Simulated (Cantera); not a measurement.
Cantera run, input and output.

```python
import numpy as np
import cantera as ct

gas = ct.Solution("gri30.yaml")
gas.TPX = 1200, 500000, {'H2': 1, 'O2': 0.385, 'N2': 1.45, 'CO2': 0.0087}
reactor = ct.IdealGasReactor(gas, energy="on", clone=False)
net = ct.ReactorNet([reactor])
net.rtol, net.atol = 1e-08, 1e-16
show = ['H2', 'O2', 'NO', 'O', 'H', 'N2O', 'H2O2']
times = np.geomspace(1e-05, 0.5, 16)

steps = ct.SolutionArray(gas, extra=["t"])
rows = []
print(f"{'t/s':>10s}{'T/K':>9s}{'P/Pa':>11s}" + "".join(f"{s:>11s}" for s in show))
for t in times:
    while net.time < t:
        t_next = net.step()
        steps.append(gas.state, t=t_next)
    rows.append([np.interp(t, steps.t, y) for y in (steps.T, steps.P, *steps(*show).X.T)])
    print(f"{t:10.3e}{rows[-1][0]:9.1f}{rows[-1][1]:11.4g}" + "".join(f"{x:11.3e}" for x in rows[-1][2:]))
rate = np.gradient(steps.T, steps.t)
print("integrator steps:", len(steps.t))
if steps.T.max() > steps.T[0] + 200:
    print(f"time of steepest temperature rise: {steps.t[rate.argmax()]:.4e} s")
gas.TPX = 1200, 500000, {'H2': 1, 'O2': 0.385, 'N2': 1.45, 'CO2': 0.0087}
gas.equilibrate("UV")
print(f"equilibrium (UV): T = {gas.T:.1f} K  " + "  ".join(f"{s} {gas[s].X[0]:.3e}" for s in show))
```

It prints:

```
       t/s      T/K       P/Pa         H2         O2         NO          O          H        N2O       H2O2
 1.000e-05   1200.4  5.002e+05  3.516e-01  1.353e-01  2.427e-13  2.021e-06  1.805e-05  1.783e-11  7.235e-07
 2.057e-05   3099.3  1.149e+06  9.840e-02  3.321e-03  4.406e-04  2.975e-03  2.202e-02  6.554e-07  1.093e-06
 4.232e-05   3112.6  1.153e+06  9.919e-02  2.832e-03  2.422e-03  2.589e-03  2.059e-02  7.180e-07  1.017e-06
 8.706e-05   3105.4   1.15e+06  1.004e-01  2.633e-03  4.408e-03  2.443e-03  2.031e-02  7.963e-07  9.666e-07
 1.791e-04   3102.9  1.149e+06  1.008e-01  2.570e-03  5.056e-03  2.396e-03  2.022e-02  8.342e-07  9.505e-07
 3.684e-04   3102.8  1.149e+06  1.008e-01  2.567e-03  5.087e-03  2.394e-03  2.022e-02  8.362e-07  9.497e-07
 7.579e-04   3102.8  1.149e+06  1.008e-01  2.567e-03  5.087e-03  2.394e-03  2.022e-02  8.362e-07  9.497e-07
 1.559e-03   3102.8  1.149e+06  1.008e-01  2.567e-03  5.087e-03  2.394e-03  2.022e-02  8.362e-07  9.497e-07
 3.207e-03   3102.8  1.149e+06  1.008e-01  2.567e-03  5.087e-03  2.394e-03  2.022e-02  8.362e-07  9.497e-07
 6.598e-03   3102.8  1.149e+06  1.008e-01  2.567e-03  5.087e-03  2.394e-03  2.022e-02  8.362e-07  9.497e-07
 1.357e-02   3102.8  1.149e+06  1.008e-01  2.567e-03  5.087e-03  2.394e-03  2.022e-02  8.362e-07  9.497e-07
 2.792e-02   3102.8  1.149e+06  1.008e-01  2.567e-03  5.087e-03  2.394e-03  2.022e-02  8.362e-07  9.497e-07
 5.743e-02   3102.8  1.149e+06  1.008e-01  2.567e-03  5.087e-03  2.394e-03  2.022e-02  8.362e-07  9.497e-07
 1.182e-01   3102.8  1.149e+06  1.008e-01  2.567e-03  5.087e-03  2.394e-03  2.022e-02  8.362e-07  9.497e-07
 2.431e-01   3102.8  1.149e+06  1.008e-01  2.567e-03  5.087e-03  2.394e-03  2.022e-02  8.362e-07  9.497e-07
 5.000e-01   3102.8  1.149e+06  1.008e-01  2.567e-03  5.087e-03  2.394e-03  2.022e-02  8.362e-07  9.497e-07
integrator steps: 1212
time of steepest temperature rise: 1.6313e-05 s
equilibrium (UV): T = 3102.8 K  H2 1.008e-01  O2 2.567e-03  NO 5.087e-03  O 2.394e-03  H 2.022e-02  N2O 8.362e-07  H2O2 9.497e-07
```

Model: GRI-Mech 3.0 (53 species, 325 reactions), integrated in Cantera. The hydrogen kinetics of GRI-Mech 3.0 are dated; newer H2 mechanisms differ, most at raised pressure. Above 3000 K some thermodynamic fits are extrapolated.
